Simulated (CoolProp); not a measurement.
Values from CoolProp's reference Helmholtz-energy equation of state, de Reuck 1993.

**Question.** Give the vapour pressure (MPa), liquid density (kg/m³), vapour Z, liquid conductivity (mW/(m K)) of saturated methanol at 394.8, 414.5 K.

**Answer.** 
```csv
T (K),p (MPa),liquid density (kg/m³),vapour Z,liquid conductivity (mW/(m K))
394.8,0.671,685,0.865,182
414.5,1.13,659,0.818,178
```

Thermal conductivity comes from a separate model (Sykioti 2013).
